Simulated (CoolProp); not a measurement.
Vapour-liquid equilibrium of ethane (1) + CHF3 (R23) (2) at 252.9 K; x and y are mole fractions of (1).

The numbers come from the multi-fluid Helmholtz-energy mixture model, Bücker 2006 and Penoncello 2003; pair parameters Bell 2016 in CoolProp.

### Question
Give the bubble pressure and the first vapour's composition at x = 0.05, 0.65, 0.95. Is there an azeotrope?

### Answer
x = 0.05: 1597 kPa, y = 0.141; x = 0.65: 2080 kPa, y = 0.568; x = 0.95: 1599 kPa, y = 0.870. y crosses x between x = 0.35 and 0.5: the model has an azeotrope there.

Pair parameters are fitted to limited data, so mixtures are less certain than the pure fluids. With so large a gap from Raoult's law the liquid may split in two, which this calculation doesn't test in full.
